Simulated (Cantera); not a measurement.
An adiabatic, constant-pressure homogeneous reactor starts with CH₄ : O₂ : N₂ = 1 : 2.02 : 18.8 (molar parts), at 1400 K and 7050 Torr. Integrator tolerance rtol = 1e-08.

Computed with Cantera and GRI-Mech 3.0 (53 species, 325 reactions).

### Question
What does this change do: initial temperature 1400 to 975 K?

### Answer
```tsv
quantity	before	after
time of steepest temperature rise	1.34 ms	not reached
temperature at 0.200 s	2319 K	976 K
equilibrium temperature	2319 K	1966 K
x(CH₄) at 0.200 s	<1e-12 (gas-phase equilibrium <1e-12)	0.0456 (gas-phase equilibrium <1e-12)
x(O₂) at 0.200 s	0.00227 (gas-phase equilibrium 0.00227)	0.0924 (gas-phase equilibrium 0.000954)
x(H₂) at 0.200 s	0.00142 (gas-phase equilibrium 0.00142)	9.40e-6 (gas-phase equilibrium 0.000216)
x(HCO) at 0.200 s	8.88e-10 (gas-phase equilibrium 8.88e-10)	6.00e-12 (gas-phase equilibrium 1.08e-11)
x(OH) at 0.200 s	0.00137 (gas-phase equilibrium 0.00137)	5.53e-10 (gas-phase equilibrium 0.000246)
x(CO) at 0.200 s	0.00378 (gas-phase equilibrium 0.00378)	2.88e-5 (gas-phase equilibrium 0.000478)
x(HCN) at 0.200 s	4.17e-11 (gas-phase equilibrium 4.17e-11)	<1e-12 (gas-phase equilibrium <1e-12)
```
Below about 1000 K GRI-Mech 3.0 lacks low-temperature oxidation paths.
